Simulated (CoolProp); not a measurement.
A simple Rankine cycle with water: condensing at 310.15 K, boiler at 0.762 MPa, turbine inlet 456.6 K, turbine efficiency 0.75, pump efficiency 0.7, no recuperator. Each further row changes one setting.

Values from CoolProp's reference Helmholtz-energy equation of state, Wagner 2002.

```csv
case,thermal efficiency (%),net work (kJ/kg),heat in (kJ/kg),turbine exit temperature (K),volume ratio over the turbine
as stated,20.3,536,2650,310.2,75.6
turbine inlet 476.6 K,20.3,548,2690,310.2,73.0
condensing temperature 302.15 K,21.4,574,2680,302.1,114
boiler pressure 0.533 MPa,18.9,503,2660,310.2,53.2
turbine efficiency 0.65,17.6,465,2650,310.2,78.2
```

The expansion ends wet for: as stated; turbine inlet 476.6 K; condensing temperature 302.15 K; boiler pressure 0.533 MPa; turbine efficiency 0.65.
